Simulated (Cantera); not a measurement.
A closed system holds: 1 mol CH₃F, 0.14 mol Si, 12 mol H₂, equilibrated at 850 °C and 0.0180 Torr.

Cantera equilibrium calculation (NASA polynomials, part measured and part estimated; ideal gas, pure solids and liquids). Candidate condensed phases: C, C₆H₆, C₇H₈, C₈H₁₈, Si, SiC; 113 gas species. The tables' values for SiF₃ are old estimates; treat these amounts as uncertain. The numbers say what is thermodynamically allowed, not how fast it happens.

Base state: H₂ 0.958, HF 0.0318, SiF₄ 0.0101, SiF₃ 2.39e-5 (mole fractions); condensed: C(graphite).

What changes in the equilibrium state with this change: CH₃F replaced by CCl₄?


| species | before | after |
|---|---|---|
| H₂ | 0.958 | 0.715 |
| HCl | 0 | 0.285 |
| SiCl₂ | 0 | 0.000245 |
| HF | 0.0318 | 0 |
| SiF₄ | 0.0101 | 0 |
| SiCl₄ | 0 | 3.62e-5 |
| SiCl₃ | 0 | 2.68e-5 |
| SiF₃ | 2.39e-5 | 0 |
| C(graphite), mol | 1.000 | 0.864 |
| SiC(s), mol | 0 | 0.136 |
The tables' values for SiCl₃ are old estimates; treat these amounts as uncertain.

What changes in the equilibrium state with this change: temperature from 850 °C to 2700 °C?


```json
[
 {"species": "H", "before": "8.54e-6", "after": "0.926"},
 {"species": "C", "before": "<1e-9", "after": "0.0334"},
 {"species": "F", "before": "<1e-9", "after": "0.0292"},
 {"species": "H₂", "before": "0.958", "after": "0.000974"},
 {"species": "SiF₄", "before": "0.0101", "after": "<1e-9"},
 {"species": "HF", "before": "0.0318", "after": "0.00522"},
 {"species": "Si", "before": "<1e-9", "after": "0.00481"},
 {"species": "C₂", "before": "<1e-9", "after": "0.000412"},
 {"species": "C₃", "before": "<1e-9", "after": "8.35e-5"},
 {"species": "C(graphite), mol", "before": "1.000", "after": "0"}
]
```
The tables' values for SiF are old estimates; treat these amounts as uncertain.
